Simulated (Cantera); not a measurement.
What does this Cantera script print?

```python
import numpy as np
import cantera as ct

gas_names = """
    B BF BF2 BF3 BH BHF2 BH2 BH3 BO BOF BOF2 BO2 B2 B2O B2O2 B2O3 B3O3F3 B3O3H3 F FO FO2 F2 F2O H HBO
    HBO2 HF HOF HO2 H2 H2F2 H2O H2O2 H3B3O6 H3F3 H4F4 H5F5 H6F6 H7F7 O OH O2 O3
""".split()
cond_names = """
    B(b) B(L) B2O3(L) B3O3H3(cr) H2O(s) H2O(L)
""".split()


def load(file, names, dense=False):
    # The tables refer to 1 bar. Condensed volumes are neglected.
    table = {s.name: s for s in ct.Species.list_from_file(file)}
    out = []
    for n in names:
        d = dict(table[n].input_data)
        d["thermo"] = dict(d["thermo"], **{"reference-pressure": 1e5})
        if dense:
            d["equation-of-state"] = {"model": "constant-volume", "density": "1e6 g/cm^3"}
        out.append(ct.Species.from_dict(d))
    return out


gas = ct.Solution(thermo="ideal-gas", species=load("nasa_gas.yaml", gas_names))
cond = {s.name: ct.Solution(thermo="fixed-stoichiometry", species=[s], name=s.name)
        for s in load("nasa_condensed.yaml", cond_names, dense=True)}
atoms = {
    'BF3': {'B': 1, 'F': 3},
    'H2O': {'H': 2, 'O': 1},
    'H2': {'H': 2},
}
top_T = {}  # K; cautious upper limits of use, not melting points


def equilibrate(T, P, feed):
    n = {}
    for name, mol in feed.items():
        for a, k in atoms[name].items():
            n[a] = n.get(a, 0.0) + k * mol
    gas.TPX = T, P, n
    mass = sum(n.values()) * gas.mean_molecular_weight
    gas.equilibrate("TP")
    valid = [c for c in cond.values() if c.min_temp <= T <= top_T.get(c.name, c.max_temp)]
    mix = ct.Mixture([(gas, mass / gas.mean_molecular_weight)] + [(c, 0.0) for c in valid])
    mix.T, mix.P = T, P
    mix.equilibrate("TP", solver="vcs", rtol=1e-11, max_steps=5000)
    return mix


results = []
feed = {'BF3': 1, 'H2O': 11, 'H2': 8.4}  # mol
P = 4800  # Pa
for T in [898, 998, 1098, 1198, 1298, 1398, 1498, 1598, 1698, 1798, 1898, 1998, 2098]:
    mix = equilibrate(T, P, feed)
    results.append((T, P, feed, dict(zip(mix.species_names, mix.species_moles))))
    x = sorted(zip(gas.X, gas.species_names), reverse=True)
    print(f"T = {T:g} K  P = {P:g} Pa  gas = {mix.phase_moles(0):.4g} mol")
    print("   x: " + "  ".join(f"{s} {v:.3e}" for v, s in x if v > 0.0001))
    print("   condensed (mol): " + ("  ".join(f"{mix.phase(i).name} {mix.phase_moles(i):.4g}"
          for i in range(1, mix.n_phases) if mix.phase_moles(i) > 1e-12) or "none"))
```

It prints:

```
T = 898 K  P = 4800 Pa  gas = 20.68 mol
   x: H2O 4.801e-01  H2 4.061e-01  HF 9.278e-02  BF3 1.600e-02  H3B3O6 3.563e-03  B3O3F3 1.415e-03
   condensed (mol): B2O3(L) 0.1799
T = 998 K  P = 4800 Pa  gas = 20.76 mol
   x: H2O 4.723e-01  H2 4.046e-01  HF 1.092e-01  BF3 1.064e-02  H3B3O6 2.001e-03  B3O3F3 1.121e-03
   condensed (mol): B2O3(L) 0.2907
T = 1098 K  P = 4800 Pa  gas = 20.82 mol
   x: H2O 4.659e-01  H2 4.035e-01  HF 1.208e-01  BF3 6.797e-03  H3B3O6 1.227e-03  B3O3F3 8.106e-04  HBO2 5.249e-04  BOF 5.190e-04
   condensed (mol): B2O3(L) 0.3547
T = 1198 K  P = 4800 Pa  gas = 20.89 mol
   x: H2O 4.605e-01  H2 4.020e-01  HF 1.270e-01  BF3 4.170e-03  HBO2 2.503e-03  BOF 2.423e-03  H3B3O6 8.061e-04  B3O3F3 5.434e-04
   condensed (mol): B2O3(L) 0.3627
T = 1298 K  P = 4800 Pa  gas = 21.05 mol
   x: H2O 4.540e-01  H2 3.990e-01  HF 1.261e-01  HBO2 9.241e-03  BOF 8.392e-03  BF3 2.359e-03  H3B3O6 5.560e-04  B3O3F3 3.277e-04
   condensed (mol): B2O3(L) 0.2615
T = 1398 K  P = 4800 Pa  gas = 21.36 mol
   x: H2O 4.438e-01  H2 3.932e-01  HF 1.170e-01  HBO2 2.456e-02  BOF 1.996e-02  BF3 1.049e-03  H3B3O6 2.713e-04  B3O3F3 1.187e-04
   condensed (mol): none
T = 1498 K  P = 4800 Pa  gas = 21.39 mol
   x: H2O 4.418e-01  H2 3.926e-01  HF 1.189e-01  HBO2 2.586e-02  BOF 2.041e-02  BF3 2.911e-04
   condensed (mol): none
T = 1598 K  P = 4800 Pa  gas = 21.4 mol
   x: H2O 4.409e-01  H2 3.924e-01  HF 1.198e-01  HBO2 2.636e-02  BOF 2.010e-02  H 1.522e-04
   condensed (mol): none
T = 1698 K  P = 4800 Pa  gas = 21.4 mol
   x: H2O 4.404e-01  H2 3.922e-01  HF 1.203e-01  HBO2 2.673e-02  BOF 1.973e-02  H 4.133e-04
   condensed (mol): none
T = 1798 K  P = 4800 Pa  gas = 21.41 mol
   x: H2O 4.398e-01  H2 3.918e-01  HF 1.207e-01  HBO2 2.701e-02  BOF 1.937e-02  H 1.006e-03  B2O3 1.216e-04
   condensed (mol): none
T = 1898 K  P = 4800 Pa  gas = 21.43 mol
   x: H2O 4.391e-01  H2 3.909e-01  HF 1.210e-01  HBO2 2.722e-02  BOF 1.903e-02  H 2.231e-03  OH 2.050e-04  B2O3 1.488e-04
   condensed (mol): none
T = 1998 K  P = 4800 Pa  gas = 21.46 mol
   x: H2O 4.380e-01  H2 3.894e-01  HF 1.211e-01  HBO2 2.735e-02  BOF 1.870e-02  H 4.569e-03  OH 5.114e-04  B2O3 1.778e-04  HBO 1.341e-04
   condensed (mol): none
T = 2098 K  P = 4800 Pa  gas = 21.51 mol
   x: H2O 4.361e-01  H2 3.866e-01  HF 1.211e-01  HBO2 2.737e-02  BOF 1.837e-02  H 8.734e-03  OH 1.169e-03  B2O3 2.080e-04  HBO 1.864e-04
   condensed (mol): none
```

These are equilibrium values from Cantera (NASA tables, ideal gas, pure condensed phases), not measurements of a reactor. Gases not in the tables: H3BO3.
